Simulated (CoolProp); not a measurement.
The numbers come from the reference Helmholtz-energy equation of state, Akasaka 2015 in CoolProp.

Q: Give the vapour pressure (MPa), liquid cp (kJ/(kg K)), liquid conductivity (mW/(m K)) of saturated R245fa at 250.2, 369.7 K.

A: 
| T (K) | p (MPa) | liquid cp (kJ/(kg K)) | liquid conductivity (mW/(m K)) |
|---|---|---|---|
| 250.2 | 0.0166 | 1.22 | 107 |
| 369.7 | 1.17 | 1.57 | 71.1 |

Thermal conductivity comes from a separate model (Huber 2003), an estimate that may be off by 10 % or more.
